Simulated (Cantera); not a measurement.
An adiabatic, constant-pressure homogeneous reactor starts with 2.46 % CH4, 0.516 % C2H6, 20.4 % O2, 76.7 % N2, at 1575 K and 33000 Pa.

Detailed kinetics in Cantera: GRI-Mech 3.0 (53 species, 325 reactions).

**Question.** Predict: time of steepest temperature rise; temperature at 2.00 s; equilibrium temperature; x(O2) at 2.00 s; x(NO) at 2.00 s; x(H2O) at 2.00 s; x(N2O) at 2.00 s.

**Answer.** 
| Quantity | Value |
|---|---|
| time of steepest temperature rise | 0.206 ms |
| temperature at 2.00 s | 2221 K |
| equilibrium temperature | 2221 K |
| x(O2) at 2.00 s | 0.129 (gas-phase equilibrium 0.129) |
| x(NO) at 2.00 s | 0.0102 (gas-phase equilibrium 0.0102) |
| x(H2O) at 2.00 s | 0.0613 (gas-phase equilibrium 0.0613) |
| x(N2O) at 2.00 s | 3.20e-7 (gas-phase equilibrium 3.20e-7) |
